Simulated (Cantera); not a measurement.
## NO annealing gas

An isothermal, constant-pressure homogeneous reactor starts with 10.5 % NO, 89.5 % N₂, at 2050 K and 20.0 Torr.

Model: GRI-Mech 3.0 (53 species, 325 reactions), integrated in Cantera. Radical loss at walls, strong at low pressure, is not modelled.

```
t (s)        x NO      x O₂     x NO₂   x N₂       x O
--------  -------  --------  --------  -----  --------
0.000500    0.105  3.35e-10  3.31e-10  0.895   2.50e-7
0.00114     0.105   1.76e-9   1.55e-9  0.895   5.83e-7
0.00259     0.105   9.46e-9   6.60e-9  0.895   1.40e-6
0.00589     0.105   5.28e-8   2.43e-8  0.895   3.51e-6
0.0134      0.105   3.11e-7   7.78e-8  0.895   9.24e-6
0.0305      0.105   1.89e-6   2.23e-7  0.895   2.45e-5
0.0695      0.105   1.13e-5   5.55e-7  0.895   6.06e-5
0.158       0.105   6.35e-5   1.17e-6  0.895  0.000135
0.360       0.104  0.000314   2.00e-6  0.895  0.000247
0.819       0.102   0.00121   2.76e-6  0.896  0.000347
1.86       0.0973   0.00374   3.71e-6  0.899  0.000462
4.24       0.0833    0.0106   4.93e-6  0.905  0.000673
9.65       0.0518    0.0262   4.74e-6  0.921  0.000993
22.0       0.0157    0.0441   1.87e-6  0.939   0.00126
50.0      0.00514    0.0494   6.45e-7  0.944   0.00133
```
x: mole fraction; the columns are a selection and need not sum to one.

Equilibrium at this temperature and pressure: NO 0.00468, O₂ 0.0496, NO₂ 5.89e-7, N₂ 0.944, O 0.00133 (gas phase only).
